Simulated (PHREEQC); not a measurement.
Consider water at 35 °C with 0.047 mol/kgw HCl, 0.13 mol/kgw AlCl3 and 0.00042 mol/kgw CuCl2. It is in equilibrium with CO2 at log p = -1 (atm). Otherwise closed; pH follows from the charge balance.

All values are PHREEQC results (ion-association model, wateq4f.dat), not measurements.

Each row changes one thing in this solution. No solid was allowed to form.

```
case                                     pH  Cu+2 (mol/kgw)  CuCl+ (mol/kgw)  AlOH+2 (mol/kgw)  CuCl2 (mol/kgw)  HCO3- (mol/kgw)  SI of Gibbsite (Al(OH)3)  SI of Boehmite (AlOOH)
-------------------------------------  ----  --------------  ---------------  ----------------  ---------------  ---------------  ------------------------  ----------------------
as made                                1.46        0.000294         0.000117           2.58e-5          9.31e-6          5.55e-8                     -5.25                   -5.59
CuCl2 from 0.00042 to 4.2e-05 mol/kgw  1.46         2.94e-5          1.17e-5           2.58e-5          9.29e-7          5.55e-8                     -5.25                   -5.59
AlCl3 from 0.13 to 0.065 mol/kgw       1.44        0.000329          8.67e-5           1.31e-5          4.82e-6          5.15e-8                     -5.47                   -5.82
temperature from 35 to 20 °C           1.45        0.000346          6.91e-5           9.94e-6                ?          6.85e-8                         ?                   -6.60
temperature from 35 to 55 °C           1.46        0.000213         0.000190           8.36e-5          1.76e-5          4.03e-8                         ?                   -4.40
```

Question: Some entries are withheld; supply them.

Answer: 
- temperature from 35 to 20 °C, CuCl2 (mol/kgw): 4.80e-6
- temperature from 35 to 20 °C, SI of Gibbsite (Al(OH)3): -6.06
- temperature from 35 to 55 °C, SI of Gibbsite (Al(OH)3): -4.29

The ionic strength passes 0.7 mol/kgw, the rough limit of the ion-association models, in as made; CuCl2 from 0.00042 to 4.2e-05 mol/kgw; temperature from 35 to 20 °C; temperature from 35 to 55 °C. Away from 25 °C the constants follow the database's enthalpies or fits; those with neither stay at their 25 °C values.
